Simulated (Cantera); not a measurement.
Cantera run, input and output.

```python
import numpy as np
import cantera as ct

gas = ct.Solution("gri30.yaml")
gas.TPX = 1325, 13332, {'C2H6': 1, 'H2': 4.9}
reactor = ct.IdealGasConstPressureReactor(gas, energy="off", clone=False)
net = ct.ReactorNet([reactor])
net.rtol, net.atol = 1e-08, 1e-18
show = ['C2H6', 'H2', 'H', 'C2H', 'C2H4']
times = np.geomspace(6e-05, 30, 10)

steps = ct.SolutionArray(gas, extra=["t"])
rows = []
print(f"{'t/s':>10s}{'T/K':>9s}{'P/Pa':>11s}" + "".join(f"{s:>11s}" for s in show))
for t in times:
    while net.time < t:
        t_next = net.step()
        steps.append(gas.state, t=t_next)
    rows.append([np.interp(t, steps.t, y) for y in (steps.T, steps.P, *steps(*show).X.T)])
    print(f"{t:10.3e}{rows[-1][0]:9.1f}{rows[-1][1]:11.4g}" + "".join(f"{x:11.3e}" for x in rows[-1][2:]))
rate = np.gradient(steps.T, steps.t)
print("integrator steps:", len(steps.t))
if steps.T.max() > steps.T[0] + 200:
    print(f"time of steepest temperature rise: {steps.t[rate.argmax()]:.4e} s")
gas.TPX = 1325, 13332, {'C2H6': 1, 'H2': 4.9}
gas.equilibrate("TP")
print(f"equilibrium (TP): T = {gas.T:.1f} K  " + "  ".join(f"{s} {gas[s].X[0]:.3e}" for s in show))
```

It prints:

```
       t/s      T/K       P/Pa       C2H6         H2          H        C2H       C2H4
 6.000e-05   1325.0  1.333e+04  1.688e-01  8.304e-01  1.726e-05  2.076e-16  3.302e-04
 2.579e-04   1325.0  1.333e+04  1.598e-01  8.302e-01  5.848e-05  2.877e-13  6.475e-03
 1.108e-03   1325.0  1.333e+04  1.032e-01  8.253e-01  8.476e-05  2.817e-11  4.390e-02
 4.762e-03   1325.0  1.333e+04  1.658e-02  8.157e-01  7.396e-05  3.260e-10  9.469e-02
 2.047e-02   1325.0  1.333e+04  8.823e-04  8.163e-01  2.139e-05  2.860e-10  9.044e-02
 8.795e-02   1325.0  1.333e+04  2.725e-04  8.189e-01  1.210e-05  3.013e-10  7.127e-02
 3.780e-01   1325.0  1.333e+04  1.401e-04  8.234e-01  9.947e-06  4.455e-10  3.706e-02
 1.624e+00   1325.0  1.333e+04  7.027e-05  8.247e-01  7.768e-06  4.264e-10  1.893e-02
 6.981e+00   1325.0  1.333e+04  6.588e-05  8.201e-01  7.136e-06  3.854e-10  1.774e-02
 3.000e+01   1325.0  1.333e+04  6.014e-05  8.062e-01  5.836e-06  2.932e-10  1.602e-02
integrator steps: 1167
equilibrium (TP): T = 1325.0 K  C2H6 4.908e-05  H2 7.738e-01  H 3.966e-06  C2H 1.620e-10  C2H4 1.214e-02
```

Model: GRI-Mech 3.0 (53 species, 325 reactions), integrated in Cantera. GRI-Mech 3.0 stops at C3 and has no aromatics, soot or wall deposition, so with more carbon than oxygen in the feed, carbon stays in small species such as C2H2 where larger ones or solid carbon would form.
